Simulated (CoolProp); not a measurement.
Vapour-liquid equilibrium of R134a (1) + methanol (2) at 0.0567 MPa; x and y are mole fractions of (1).

Values from CoolProp's multi-fluid Helmholtz-energy mixture model, Tillner-Roth 1994 and de Reuck 1993; pair parameters Bell 2016.

```csv
x,"bubble temperature, mixture model (K)","bubble temperature, Raoult's law (K)","y, mixture model","y, Raoult's law"
0.05,270.8,301.9,0.940,0.655
0.2,248.0,270.9,0.989,0.950
0.35,244.3,257.5,0.992,0.984
0.5,242.5,249.4,0.993,0.993
0.65,240.8,243.8,0.995,0.997
0.8,238.7,239.5,0.997,0.999
0.95,236.1,236.1,0.999,1.000
```

The largest gap from Raoult's law is -31.1 K in bubble temperature, at x = 0.05. No azeotrope shows between x = 0.05 and 0.95.

The pair parameters rest on a limited set of measurements; away from them the model extrapolates. With so large a gap from Raoult's law the liquid may split in two, which this calculation doesn't test in full.
